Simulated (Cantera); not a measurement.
Input: 1 mol SiCl₄, 630 mol H₂, 0.006 mol C₂H₄, equilibrated at 1075 °C.

Method: chemical equilibrium by Gibbs-energy minimisation in Cantera with the NASA 1993 tables (ideal gas, pure condensed phases). Candidate condensed phases: C, C₆H₆, C₇H₈, C₈H₁₈, Si, SiC; 109 gas species. Mutual solubility and eutectic melting of coexisting phases are not modelled. Equilibrium is a limit: real reactors are often held back by kinetics, nucleation or transport.

Q: At 0.00100 bar, list the 4 most abundant gas species with their mole fractions, and the condensed phases.

A: H₂ 0.994, HCl 0.00612, SiCl₂ 0.000106, H 7.31e-5. Condensed: Si(s) + SiC(s).
